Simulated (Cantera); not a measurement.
## Stirred combustor or abatement burner

A perfectly stirred reactor is fed with CH4 : O2 : N2 = 1 : 2.33 : 8.74 (molar parts), equivalence ratio 0.86, at 3750 Torr; it is adiabatic with a 525 K inlet, and is followed from long to short residence time, starting on the burning branch (τ in s: 0.027, 0.012, 0.0054, 0.0024, 0.0011, 0.00049, 0.00022, 9.8e-05, 4.4e-05, 2e-05, 8.9e-06).

Computed with Cantera and GRI-Mech 3.0 (53 species, 325 reactions).

| τ (s) | T (K) | x CH4 | x O2 | x C2H4 | x C2H6 | x N2O | x OH |
|---|---|---|---|---|---|---|---|
| 0.027 | 2243 | 3.23e-6 | 0.0271 | 2.01e-10 | 6.57e-12 | 5.99e-7 | 0.00318 |
| 0.012 | 2241 | 6.84e-6 | 0.0275 | 8.70e-10 | 2.88e-11 | 6.26e-7 | 0.00332 |
| 0.0054 | 2235 | 1.38e-5 | 0.0280 | 3.29e-9 | 1.12e-10 | 6.77e-7 | 0.00357 |
| 0.0024 | 2223 | 2.65e-5 | 0.0286 | 1.08e-8 | 3.92e-10 | 7.56e-7 | 0.00398 |
| 0.0011 | 2204 | 4.77e-5 | 0.0295 | 2.89e-8 | 1.16e-9 | 8.32e-7 | 0.00455 |
| 0.00049 | 2175 | 8.60e-5 | 0.0309 | 7.19e-8 | 3.32e-9 | 8.70e-7 | 0.00527 |
| 0.00022 | 2133 | 0.000156 | 0.0330 | 1.71e-7 | 9.48e-9 | 8.43e-7 | 0.00599 |
| 9.8e-5 | 2076 | 0.000300 | 0.0361 | 4.41e-7 | 3.07e-8 | 7.68e-7 | 0.00652 |
| 4.4e-5 | 1999 | 0.000647 | 0.0411 | 1.43e-6 | 1.36e-7 | 6.63e-7 | 0.00644 |
| 2.0e-5 | 525 | 0.0828 | 0.193 | <1e-12 | <1e-12 | <1e-12 | <1e-12 |
| 8.9e-6 | 525 | 0.0828 | 0.193 | <1e-12 | <1e-12 | <1e-12 | <1e-12 |
x: mole fraction; the columns are a selection and need not sum to one.
